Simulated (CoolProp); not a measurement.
The fluid at 293.15 K and 1.11 MPa is compressed adiabatically to 5.1 MPa with isentropic efficiency 0.85. The same conditions are run with several fluids, on thermodynamics alone (safety and materials aside).

Values from CoolProp's reference Helmholtz-energy equation of state of each fluid (CH2F2 (R32): Tillner-Roth 1997; normal hydrogen: Leachman 2009; ethane: Bücker 2006; oxygen: Schmidt 1985; nitrous oxide: Lemmon 2006).

| fluid | work (kJ/kg) | final temperature (K) | final phase | final density (kg/m³) |
|---|---|---|---|---|
| CH2F2 (R32) | 79.1 | 408.0 | gas | 99.5 |
| normal hydrogen | 2760 | 481.7 | supercritical | 2.51 |
| ethane | 144 | 389.7 | supercritical | 56.9 |
| oxygen | 171 | 476.4 | supercritical | 40.8 |
| nitrous oxide | 109 | 424.7 | gas | 69.3 |

Above 300 K oxygen's equation is extrapolated.
